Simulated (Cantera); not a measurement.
Input: 1 mol Fe3O4, 4 mol CH4, 10 mol N2, held at 0.645 Torr.

Method: chemical equilibrium by Gibbs-energy minimisation in Cantera with the NASA 1993 tables (ideal gas, pure condensed phases). Candidate condensed phases: C, C6H6, C7H8, C8H18, Fe, Fe(CO)5, FeO, Fe(OH)2, Fe(OH)3, Fe2O3, Fe3O4, H2O; 140 gas species. Rates play no part.

x: gas mole fraction; n: condensed amount in mol.

```tsv
T (K)	x N2	x H2	x CO	x H	x Fe	x HCN	n Fe(α)	n Fe(γ)	n Fe(δ)	n Fe(l)
1073	0.455	0.364	0.182	2.88e-7	4.82e-10	6.24e-6	3.00	0	0	0
1173	0.455	0.364	0.182	2.42e-6	2.28e-8	7.54e-6	3.00	0	0	0
1273	0.455	0.364	0.182	[?]	[?]	7.47e-6	0	3.00	0	0
1373	0.455	0.364	0.182	[?]	[?]	7.25e-6	0	3.00	0	0
1473	0.454	0.363	0.182	0.000260	9.72e-5	7.06e-6	0	3.00	0	0
1573	0.454	0.363	0.182	0.000835	0.000764	6.89e-6	0	2.98	0	0
1673	0.452	0.360	0.181	0.00233	0.00467	6.70e-6	0	0	2.90	0
1773	0.443	0.351	0.177	0.00575	0.0230	6.38e-6	0	0	2.48	0
1873	0.410	0.322	0.164	0.0125	0.0919	5.57e-6	0	0	0	0.757
1973	0.395	0.303	0.158	0.0253	0.118	5.14e-6	0	0	0	0
2073	0.390	0.288	0.156	0.0481	0.117	4.89e-6	0	0	0	0
2173	0.383	0.264	0.153	0.0846	0.115	4.54e-6	0	0	0	0
2273	0.373	0.229	0.149	0.137	0.112	4.11e-6	0	0	0	0
```

Problem. What belongs in the gaps?

Solution. 
- 1373, x H: 6.85e-5
- 1373, x Fe: 9.07e-6
- 1273, x H: 1.47e-5
- 1273, x Fe: 5.79e-7
